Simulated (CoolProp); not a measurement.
Vapour-liquid equilibrium of isobutane (1) + isobutene (2) at 242.2 K; x and y are mole fractions of (1).

Model: multi-fluid Helmholtz-energy mixture model, Bücker 2006 and Lemmon 2005; pair parameters Bell 2016, in CoolProp.

| x | bubble pressure, mixture model (MPa) | bubble pressure, Raoult's law (MPa) | y, mixture model | y, Raoult's law |
|---|---|---|---|---|
| 0.05 | 0.03627 | 0.03608 | 0.066 | 0.062 |
| 0.15 | 0.03746 | 0.03698 | 0.189 | 0.181 |
| 0.25 | 0.03855 | 0.03788 | 0.302 | 0.294 |
| 0.35 | 0.03956 | 0.03878 | 0.407 | 0.403 |
| 0.45 | 0.04050 | 0.03967 | 0.506 | 0.506 |
| 0.55 | 0.04137 | 0.04057 | 0.601 | 0.605 |
| 0.65 | 0.04218 | 0.04147 | 0.693 | 0.699 |
| 0.75 | 0.04293 | 0.04237 | 0.782 | 0.790 |
| 0.85 | 0.04364 | 0.04326 | 0.870 | 0.876 |
| 0.95 | 0.04430 | 0.04416 | 0.957 | 0.960 |

The largest gap from Raoult's law is +2.1 % in bubble pressure, at x = 0.45. No azeotrope shows between x = 0.05 and 0.95.

The pair parameters rest on a limited set of measurements; away from them the model extrapolates.
